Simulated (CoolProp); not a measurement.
The numbers come from the reference Helmholtz-energy equation of state, Wagner 2002 in CoolProp.

**Question.** For water, give the phase and the cv (kJ/(kg K)), speed of sound (m/s), viscosity (µPa s) at 719.8 K and 32.5 MPa.

**Answer.** 
- 719.8 K and 32.5 MPa: supercritical; cv 2.80, speed of sound 509, viscosity 32.7

Viscosity comes from a separate model (Huber 2009).
